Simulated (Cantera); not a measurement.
Diamond growth

A diamond (100) surface in a fixed gas of H2 with x(CH4) = 0.0026, x(H) = 0.0098, x(CH3) = 1.3e-05, 0.0711 atm; coverages are run to steady state.

Model: the Harris–Goodwin 1993 mechanism for the reconstructed diamond (100) surface, integrated in Cantera.

```csv
T (K),growth (µm/h),θ c6HH,θ c6H*,θ c6*H,θ c6**,θ c6HM
925,0.340,0.667,0.0123,0.314,0.00547,0.001000
1000,0.491,0.596,0.0184,0.375,0.00977,0.000715
1075,0.631,0.532,0.0255,0.426,0.0159,0.000498
1150,0.655,0.474,0.0332,0.468,0.0239,0.000298
1225,0.489,0.424,0.0412,0.501,0.0337,0.000127
1300,0.320,0.380,0.0493,0.525,0.0452,3.96e-5
1375,0.262,0.344,0.0572,0.541,0.0578,1.09e-5
```
θ: site fractions in the mechanism's names (c6HH fully hydrogenated, c6H* and c6*H radical sites, c6** diradical, c6HM methylated).
